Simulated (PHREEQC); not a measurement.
Dissolve 0.39 mol/kgw MgSO4 and 2.7 mol/kgw KBr at 25 °C. Closed to the air; pH follows from the charge balance.

The numbers come from PHREEQC with the Pitzer model, pitzer.dat.

```json
{
  "ionic_strength": "4.26 mol/kgw",
  "activity_of_water": "0.897",
  "density": "1.237 g/cm³",
  "osmotic_coefficient": "0.980"
}
```

```
species  molality  activity   log γ
-------  --------  --------  ------
Br-          2.70      1.75  -0.187
K+           2.70      1.59  -0.231
Mg+2        0.390     0.195  -0.300
SO4-2       0.390   0.00714  -1.737
MgOH+     1.25e-6   4.44e-7  -0.451
HSO4-     9.29e-7   4.17e-7  -0.348
H+        3.61e-7   6.13e-7   0.230
OH-       3.74e-8   1.48e-8  -0.403
```

Precipitation was switched off in this run. Saturation is exceeded, for instance for Arcanite; the values hold only as long as no solid forms. Species that the database lacks are ignored.
